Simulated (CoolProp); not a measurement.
Carbon monoxide along the isotherm 212.6 K: density (kg/m³) from the reference equation and from simpler models built on Tc = 132.9 K, pc = 3.498 MPa, ω = 0.050; each cubic takes its own stable root.

Values from CoolProp's reference Helmholtz-energy equation of state, Lemmon 2006. It is a short technical equation, of lower accuracy than the large ones.

```
p (MPa)          phase  reference  ideal gas  van der Waals  Redlich-Kwong  Soave-Redlich-Kwong  Peng-Robinson
-------  -------------  ---------  ---------  -------------  -------------  -------------------  -------------
0.0553             gas     0.8773     0.8763         0.8775         0.8774               0.8772         0.8775
0.105              gas      1.667      1.664          1.668          1.668                1.667          1.668
0.199              gas      3.166      3.153          3.169          3.167                3.165          3.169
0.377              gas      6.021      5.974          6.030          6.024                6.017          6.032
0.714              gas      11.48      11.31          11.52          11.49                11.47          11.52
1.35               gas      21.99      21.39          22.14          22.04                21.94          22.13
2.57               gas      42.89      40.72          43.51          43.07                42.69          43.38
4.87     supercritical      84.77      77.17          87.65          85.43                83.91          86.35
9.23     supercritical      169.9      146.3          181.9          171.8                166.0          173.9
17.5     supercritical      315.4      277.3          319.2          317.7                304.7          324.9
```
